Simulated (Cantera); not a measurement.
An adiabatic, constant-pressure homogeneous reactor starts with CH3OH : O2 : N2 = 1 : 1.36 : 5.13 (molar parts), at 950 K and 3.75 atm.

Detailed kinetics in Cantera: GRI-Mech 3.0 (53 species, 325 reactions). GRI-Mech 3.0 was tuned for natural gas; its chemistry of methanol as a main component is partial and can be far from experiment. Below about 1000 K GRI-Mech 3.0 lacks low-temperature oxidation paths.

Task: Predict: time of steepest temperature rise; temperature at 2.00 s; equilibrium temperature; x(O2) at 2.00 s; x(H2O2) at 2.00 s; x(NO) at 2.00 s.

Result: 
* **time of steepest temperature rise**: 0.609 s
* **temperature at 2.00 s**: 2578 K
* **equilibrium temperature**: 2578 K
* **x(O2) at 2.00 s**: 0.00464 (gas-phase equilibrium 0.00464)
* **x(H2O2) at 2.00 s**: 2.46e-7 (gas-phase equilibrium 2.46e-7)
* **x(NO) at 2.00 s**: 0.00348 (gas-phase equilibrium 0.00348)
